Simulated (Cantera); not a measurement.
Feed: 1 mol Al2O3, 1900 mol H2, equilibrated at 10000 Pa.

Method: chemical equilibrium by Gibbs-energy minimisation in Cantera with the NASA 1993 tables (ideal gas, pure condensed phases). Candidate condensed phases: Al, Al2O3, H2O; 19 gas species. Kinetics and transport are ignored. All values below are at 1773 K.

Base state: H2 0.999, H 0.000899, H2O 2.20e-5, Al 1.02e-5 (mole fractions); condensed: Al2O3(s).

### Question
What changes in the equilibrium state with this change: Al2O3 replaced by Cr2O3?

### Answer
```
species          before     after
-------------  --------  --------
H2                0.999     0.997
H2O             2.20e-5   0.00158
H              0.000899  0.000898
Cr                    0  0.000631
Al              1.02e-5         0
Al2O3(s), mol     0.984         0
Cr(s), mol            0     0.799
```
Further candidate phases: Cr, Cr2O3.
